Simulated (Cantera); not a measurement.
A closed system holds: 1 mol FeS, 480 mol H2, 0.55 mol H2O, at 1273 K and 1.00 bar.

Method: chemical equilibrium by Gibbs-energy minimisation in Cantera with the NASA 1993 tables (ideal gas, pure condensed phases). Candidate condensed phases: Fe, FeO, Fe(OH)2, Fe(OH)3, FeS, FeSO4, FeS2, Fe2O3, Fe2(SO4)3, Fe3O4, H2O, H2SO4, S; 22 gas species. Rates play no part.

Base state: H2 0.997, H2S 0.00208, H2O 0.00114 (mole fractions); condensed: Fe(γ).

Task: What changes in the equilibrium state with this change: temperature from 1273 K to 723.15 K?

Result: 
```
species       before    after
-----------  -------  -------
H2             0.997    0.999
H2O          0.00114  0.00114
H2S          0.00208  5.33e-5
Fe(γ), mol      1.00        0
Fe(α), mol         0   0.0256
FeS(s), mol        0    0.974
```
FeS: taken at fixed stoichiometry.
